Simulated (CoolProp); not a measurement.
n-perfluorohexane along the isobar 23.9 bar: fugacity coefficient from the reference equation and from simpler models built on Tc = 174.9 °C, pc = 17.42 bar, ω = 0.497; each cubic takes its own stable root.

Computed with CoolProp (reference Helmholtz-energy equation of state, Gao 2022).

| T (°C) | phase | reference | van der Waals | Redlich-Kwong | Soave-Redlich-Kwong | Peng-Robinson |
|---|---|---|---|---|---|---|
| 107.25 | liquid | 0.1752 | 0.3483 | 0.2564 | 0.1837 | 0.1764 |
| 112.15 | liquid | 0.1936 | 0.3632 | 0.2743 | 0.2032 | 0.1950 |
| 117.15 | liquid | 0.2135 | 0.3786 | 0.2931 | 0.2243 | 0.2151 |
| 122.15 | liquid | 0.2344 | 0.3941 | 0.3123 | 0.2465 | 0.2363 |
| 127.15 | liquid | 0.2564 | 0.4097 | 0.3319 | 0.2698 | 0.2586 |
| 132.05 | liquid | 0.2789 | 0.4250 | 0.3514 | 0.2936 | 0.2813 |
| 137.05 | liquid | 0.3028 | 0.4408 | 0.3716 | 0.3188 | 0.3054 |
| 142.05 | liquid | 0.3276 | 0.4565 | 0.3920 | 0.3449 | 0.3304 |
| 147.05 | liquid | 0.3532 | 0.4723 | 0.4126 | 0.3718 | 0.3561 |
| 151.95 | liquid | 0.3789 | 0.4877 | 0.4329 | 0.3986 | 0.3818 |
| 156.95 | liquid | 0.4057 | 0.5034 | 0.4537 | 0.4265 | 0.4085 |
| 161.95 | liquid | 0.4330 | 0.5190 | 0.4744 | 0.4547 | 0.4355 |
| 166.95 | liquid | 0.4607 | 0.5345 | 0.4950 | 0.4829 | 0.4625 |
| 171.85 | liquid | 0.4878 | 0.5496 | 0.5149 | 0.5103 | 0.4889 |
| 176.85 | supercritical | 0.5154 | 0.5647 | 0.5349 | 0.5379 | 0.5153 |
